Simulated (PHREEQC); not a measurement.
Dissolve 0.0041 mol/kgw TMAH, 0.0003 mol/kgw K2SiO3 and 0.0083 mol/kgw K2CO3 at 25 °C. Closed to the air; pH follows from the charge balance.

Computed with PHREEQC (ion-association model, phreeqc.dat).

Precipitation was switched off in this run.

Task: Estimate the pH, ionic strength.

Result: pH 11.59; ionic strength 0.0293 mol/kgw.

Task: In which forms is C present?

Result: CO3-2 97 %, HCO3- 3.3 % of the C.

(CH3)4N+ isn't in the database: it is added as a free cation with an ion size of 4 Å.
